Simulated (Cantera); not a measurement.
Carbothermic reduction: CuO + CH4 + H2

Charge: 1 mol CuO, 0.93 mol CH4, 1.4 mol H2, at 0.390 bar.

Cantera equilibrium calculation (NASA polynomials, part measured and part estimated; ideal gas, pure solids and liquids). Candidate condensed phases: C, C6H6, C7H8, C8H18, Cu, CuO, Cu(OH)2, Cu2O, H2O; 113 gas species. Rates play no part.

```json
[
 {"T (K)": "1075", "log p H2": "-0.53", "log p CO": "-1.08", "log p Cu": "-9.59", "log p H2O": "-2.19", "log p H": "-8.10", "log p CO2": "-2.70", "log p CH4": "-2.72", "log p Cu2": "<-12", "n Cu(s)": "1.00", "n Cu(l)": "0"},
 {"T (K)": "1225", "log p H2": "-0.53", "log p CO": "-1.07", "log p Cu": "-7.62", "log p H2O": "-2.26", "log p H": "-6.77", "log p CO2": "-2.97", "log p CH4": "-3.98", "log p Cu2": "-12.04", "n Cu(s)": "1.00", "n Cu(l)": "0"},
 {"T (K)": "1375", "log p H2": "-0.53", "log p CO": "-1.07", "log p Cu": "-6.08", "log p H2O": "-2.24", "log p H": "-5.73", "log p CO2": "-3.10", "log p CH4": "-5.04", "log p Cu2": "-9.88", "n Cu(s)": "0", "n Cu(l)": "1.000"},
 {"T (K)": "1525", "log p H2": "-0.53", "log p CO": "-1.07", "log p Cu": "-4.91", "log p H2O": "-2.23", "log p H": "-4.89", "log p CO2": "-3.20", "log p CH4": "-5.90", "log p Cu2": "-8.24", "n Cu(s)": "0", "n Cu(l)": "1.000"},
 {"T (K)": "1675", "log p H2": "-0.53", "log p CO": "-1.07", "log p Cu": "-3.94", "log p H2O": "-2.22", "log p H": "-4.20", "log p CO2": "-3.28", "log p CH4": "-6.60", "log p Cu2": "-6.91", "n Cu(s)": "0", "n Cu(l)": "0.999"},
 {"T (K)": "1825", "log p H2": "-0.53", "log p CO": "-1.07", "log p Cu": "-3.14", "log p H2O": "-2.22", "log p H": "-3.62", "log p CO2": "-3.35", "log p CH4": "-7.18", "log p Cu2": "-5.81", "n Cu(s)": "0", "n Cu(l)": "0.992"},
 {"T (K)": "1975", "log p H2": "-0.53", "log p CO": "-1.07", "log p Cu": "-2.47", "log p H2O": "-2.22", "log p H": "-3.13", "log p CO2": "-3.41", "log p CH4": "-7.68", "log p Cu2": "-4.89", "n Cu(s)": "0", "n Cu(l)": "0.963"},
 {"T (K)": "2125", "log p H2": "-0.54", "log p CO": "-1.08", "log p Cu": "-1.89", "log p H2O": "-2.23", "log p H": "-2.71", "log p CO2": "-3.46", "log p CH4": "-8.13", "log p Cu2": "-4.10", "n Cu(s)": "0", "n Cu(l)": "0.855"},
 {"T (K)": "2275", "log p H2": "-0.58", "log p CO": "-1.11", "log p Cu": "-1.39", "log p H2O": "-2.26", "log p H": "-2.36", "log p CO2": "-3.54", "log p CH4": "-8.59", "log p Cu2": "-3.43", "n Cu(s)": "0", "n Cu(l)": "0.504"}
]
```
log p: log10 of the partial pressure in bar; n: condensed amount in mol.

From 1075 K to 1225 K the condensed part is Cu(s). From 1375 K to 2275 K the condensed part is Cu(l).
